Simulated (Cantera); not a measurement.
What does this Cantera script print?

```python
import numpy as np
import cantera as ct

gas = ct.Solution("h2o2.yaml")
gas.TPX = 300, 101325, {'H2': 1, 'O2': 0.455, 'N2': 2.14}
flame = ct.FreeFlame(gas, width=0.04)
flame.set_refine_criteria(ratio=3, slope=0.08, curve=0.16)
flame.transport_model = "mixture-averaged"
flame.solve(loglevel=0, auto=True)
z, T = flame.grid, flame.T
thick = (T[-1] - T[0]) / np.gradient(T, z).max()
show = ['H2', 'O2', 'OH', 'H2O2', 'H2O', 'H']
print(f"laminar burning velocity  {flame.velocity[0] * 100:.3f} cm/s")
print(f"burnt temperature         {T[-1]:.1f} K")
print(f"thermal thickness         {thick * 1e3:.4f} mm")
print(f"grid points               {len(z)}")
z0 = z[flame.heat_release_rate.argmax()]
print(f"{'z/mm':>9s}{'T/K':>9s}{'u/(m/s)':>9s}" + "".join(f"{s:>11s}" for s in show))
rows = []
for k in (-3, -2, -1.5, -1, -0.5, -0.25, 0, 0.25, 0.5, 1, 2, 4, 8):
    zz = z0 + k * thick
    rows.append([k * thick, np.interp(zz, z, T), np.interp(zz, z, flame.velocity),
                 *(np.interp(zz, z, flame.X[gas.species_index(s)]) for s in show)])
    print(f"{rows[-1][0] * 1e3:9.3f}{rows[-1][1]:9.1f}{rows[-1][2]:9.3f}" + "".join(f"{x:11.3e}" for x in rows[-1][3:]))
```

Output:

```
laminar burning velocity  194.489 cm/s
burnt temperature         2208.6 K
thermal thickness         0.3532 mm
grid points               120
     z/mm      T/K  u/(m/s)         H2         O2         OH       H2O2        H2O          H
   -1.059    300.0    1.945  2.782e-01  1.266e-01  4.450e-16  1.315e-13  1.475e-11  8.123e-18
   -0.706    300.0    1.945  2.781e-01  1.266e-01  1.234e-13  1.611e-11  1.531e-09  1.457e-15
   -0.530    300.0    1.945  2.781e-01  1.266e-01  1.052e-11  3.925e-10  3.275e-08  1.090e-13
   -0.353    300.2    1.945  2.776e-01  1.267e-01  8.897e-10  1.084e-08  8.029e-07  9.119e-12
   -0.177    313.3    2.009  2.692e-01  1.281e-01  1.862e-06  5.001e-06  2.678e-04  4.822e-08
   -0.088    515.9    3.202  2.355e-01  1.265e-01  6.007e-04  1.100e-04  1.395e-02  6.407e-04
    0.000    972.8    5.847  1.681e-01  1.031e-01  1.271e-03  3.090e-05  7.424e-02  1.205e-02
    0.088   1311.9    7.782  9.622e-02  5.941e-02  3.675e-03  4.173e-06  1.576e-01  3.002e-02
    0.177   1500.4    8.855  5.749e-02  2.962e-02  6.453e-03  2.662e-06  2.096e-01  3.747e-02
    0.353   1671.9    9.795  4.297e-02  1.561e-02  8.886e-03  1.406e-06  2.355e-01  3.270e-02
    0.706   1824.0   10.592  4.069e-02  1.132e-02  9.617e-03  6.731e-07  2.471e-01  2.264e-02
    1.413   1953.3   11.247  3.753e-02  7.913e-03  9.061e-03  3.539e-07  2.583e-01  1.439e-02
    2.825   2053.6   11.739  3.354e-02  5.042e-03  7.620e-03  2.065e-07  2.686e-01  8.664e-03
```

Model: the H2/O2 subset of GRI-Mech 3.0, which has no nitrogen chemistry, integrated in Cantera. Burning velocities carry a grid error of a few per cent, more on coarse grids.
